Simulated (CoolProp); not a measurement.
The numbers come from the reference Helmholtz-energy equation of state, Akasaka 2023 in CoolProp.

Problem. Give the vapour pressure (kPa), liquid density (kg/m³), vapour density (kg/m³), enthalpy of vaporisation (kJ/kg) of saturated R1336mzz(E) at 222.5 K.

Solution. 
```
T (K)  p (kPa)  liquid density (kg/m³)  vapour density (kg/m³)  enthalpy of vaporisation (kJ/kg)
-----  -------  ----------------------  ----------------------  --------------------------------
222.5     4.19                    1530                   0.373                               182
```
